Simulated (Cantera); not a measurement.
A perfectly stirred reactor is fed with CH4 : H2 : O2 : N2 = 1 : 0.61 : 2.56 : 10.5 (molar parts), at 3.20 bar; it is adiabatic with a 675 K inlet, and is followed from long to short residence time, starting on the burning branch (τ in s: 0.039, 0.02, 0.011, 0.0056, 0.0029, 0.0015, 0.00079, 0.00041, 0.00022, 0.00011, 5.9e-05, 3.1e-05, 1.6e-05).

Computed with Cantera and GRI-Mech 3.0 (53 species, 325 reactions).

Problem. What does this change do: pressure from 3.20 bar to 1.01 bar?

Solution. 
```json
[
 {"quantity": "blow-out, bracketed by the residence times tried", "before": "burning at 16.0 µs, the shortest tried", "after": "burning at 31.0 µs, out at 16.0 µs"},
 {"quantity": "x(CH4) at τ = 39.0 ms", "before": "1.81e-6", "after": "3.77e-6"},
 {"quantity": "x(H2) at τ = 39.0 ms", "before": "0.00196", "after": "0.00329"},
 {"quantity": "x(O2) at τ = 39.0 ms", "before": "0.0182", "after": "0.0200"},
 {"quantity": "x(H2O) at τ = 39.0 ms", "before": "0.176", "after": "0.174"},
 {"quantity": "x(HO2) at τ = 39.0 ms", "before": "2.61e-6", "after": "1.96e-6"},
 {"quantity": "x(CH4) at τ = 0.790 ms", "before": "4.61e-5", "after": "7.39e-5"},
 {"quantity": "x(H2) at τ = 0.790 ms", "before": "0.00483", "after": "0.0103"},
 {"quantity": "x(O2) at τ = 0.790 ms", "before": "0.0228", "after": "0.0283"},
 {"quantity": "x(H2O) at τ = 0.790 ms", "before": "0.171", "after": "0.159"},
 {"quantity": "x(HO2) at τ = 0.790 ms", "before": "5.68e-6", "after": "5.73e-6"}
]
```
